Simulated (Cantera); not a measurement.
Input: 1 mol CH3SiCl3, 0.72 mol C2H4, 46 mol H2, equilibrated at 2450 K and 0.950 bar.

Cantera equilibrium calculation (NASA polynomials, part measured and part estimated; ideal gas, pure solids and liquids). Candidate condensed phases: C, C6H6, C7H8, C8H18, Si, SiC; 109 gas species. The feed counts by its element totals alone. The tables' values for SiCl are old estimates; treat these amounts as uncertain. Gases not in the tables: Si2H6 and higher silanes. The numbers say what is thermodynamically allowed, not how fast it happens.

Base state: H2 0.913, HCl 0.0555, H 0.0197, C2H2 (acetylene) 0.00797, SiCl2 0.00110, Cl 0.000850, Si 0.000725, SiCl 0.000207 (mole fractions); condensed: C(graphite) + SiC(s).

What changes in the equilibrium state with this change: temperature from 2450 K to 2500 K?


```tsv
species	before	after
H2	0.913	0.906
HCl	0.0555	0.0549
H	0.0197	0.0245
C2H2 (acetylene)	0.00797	0.00980
Si	0.000725	0.00120
SiC2	0.000162	0.000311
Si2C	9.09e-5	0.000171
C(graphite), mol	0.728	0.571
SiC(s), mol	0.860	0.803
```
